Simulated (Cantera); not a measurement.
What does this Cantera script print?

```python
import numpy as np
import cantera as ct

gas_names = """
    F FO FO2 F2 F2O O O2 O3 Si SiF SiF2 SiF3 SiF4 SiO SiO2 Si2 Si3
""".split()
cond_names = """
    Si(cr) Si(L) SiO2(Lqz) SiO2(hqz) SiO2(L)
""".split()


# ... load() reads the species with a 1 bar reference pressure and builds the phases ...
atoms = {
    'SiF4': {'Si': 1, 'F': 4},
    'O3': {'O': 3},
}
top_T = {}  # K; cautious upper limits of use, not melting points


# ... equilibrate(T, P, feed) seeds the gas with the atoms and calls Mixture.equilibrate('TP', solver="vcs", rtol=1e-11, max_steps=5000) ...
results = []
feed = {'SiF4': 1, 'O3': 1.1}  # mol
P = 7.1  # Pa
for T in [1775, 1800, 1825, 1850, 1875, 1900, 1925, 1950, 1975, 2000, 2025]:
    mix = equilibrate(T, P, feed)
    results.append((T, P, feed, dict(zip(mix.species_names, mix.species_moles))))
    x = sorted(zip(gas.X, gas.species_names), reverse=True)
    print(f"T = {T:g} K  P = {P:g} Pa  gas = {mix.phase_moles(0):.4g} mol")
    print("   x: " + "  ".join(f"{s} {v:.3e}" for v, s in x if v > 0.0001))
    print("   condensed (mol): " + ("  ".join(f"{mix.phase(i).name} {mix.phase_moles(i):.4g}"
          for i in range(1, mix.n_phases) if mix.phase_moles(i) > 1e-12) or "none"))
```

Result:

```
T = 1775 K  P = 7.1 Pa  gas = 2.666 mol
   x: O2 6.144e-01  SiF4 3.740e-01  O 8.905e-03  F 1.590e-03  SiF3 9.958e-04  SiO 1.083e-04
   condensed (mol): none
T = 1800 K  P = 7.1 Pa  gas = 2.671 mol
   x: O2 6.121e-01  SiF4 3.729e-01  O 1.130e-02  F 2.181e-03  SiF3 1.283e-03  SiO 1.716e-04
   condensed (mol): none
T = 1825 K  P = 7.1 Pa  gas = 2.676 mol
   x: O2 6.092e-01  SiF4 3.717e-01  O 1.423e-02  F 2.974e-03  SiF3 1.636e-03  SiO 2.658e-04
   condensed (mol): none
T = 1850 K  P = 7.1 Pa  gas = 2.684 mol
   x: O2 6.056e-01  SiF4 3.700e-01  O 1.781e-02  F 4.028e-03  SiF3 2.067e-03  SiO 4.030e-04
   condensed (mol): none
T = 1875 K  P = 7.1 Pa  gas = 2.693 mol
   x: O2 6.012e-01  SiF4 3.680e-01  O 2.213e-02  F 5.420e-03  SiF3 2.587e-03  SiO 5.990e-04  SiO2 1.062e-04
   condensed (mol): none
T = 1900 K  P = 7.1 Pa  gas = 2.705 mol
   x: O2 5.957e-01  SiF4 3.655e-01  O 2.733e-02  F 7.248e-03  SiF3 3.210e-03  SiO 8.742e-04  SiO2 1.306e-04
   condensed (mol): none
T = 1925 K  P = 7.1 Pa  gas = 2.72 mol
   x: O2 5.892e-01  SiF4 3.623e-01  O 3.352e-02  F 9.627e-03  SiF3 3.948e-03  SiO 1.254e-03  SiO2 1.584e-04
   condensed (mol): none
T = 1950 K  P = 7.1 Pa  gas = 2.738 mol
   x: O2 5.812e-01  SiF4 3.585e-01  O 4.084e-02  F 1.270e-02  SiF3 4.817e-03  SiO 1.772e-03  SiO2 1.897e-04
   condensed (mol): none
T = 1975 K  P = 7.1 Pa  gas = 2.76 mol
   x: O2 5.716e-01  SiF4 3.537e-01  O 4.943e-02  F 1.665e-02  SiF3 5.827e-03  SiO 2.467e-03  SiO2 2.245e-04
   condensed (mol): none
T = 2000 K  P = 7.1 Pa  gas = 2.788 mol
   x: O2 5.602e-01  SiF4 3.480e-01  O 5.943e-02  F 2.168e-02  SiF3 6.993e-03  SiO 3.388e-03  SiO2 2.627e-04
   condensed (mol): none
T = 2025 K  P = 7.1 Pa  gas = 2.822 mol
   x: O2 5.466e-01  SiF4 3.411e-01  O 7.096e-02  F 2.803e-02  SiF3 8.322e-03  SiO 4.594e-03  SiO2 3.039e-04
   condensed (mol): none
```

Cantera equilibrium calculation (NASA polynomials, part measured and part estimated; ideal gas, pure solids and liquids). The tables' values for SiF3, SiO2, SiF2 are old estimates; treat these amounts as uncertain.
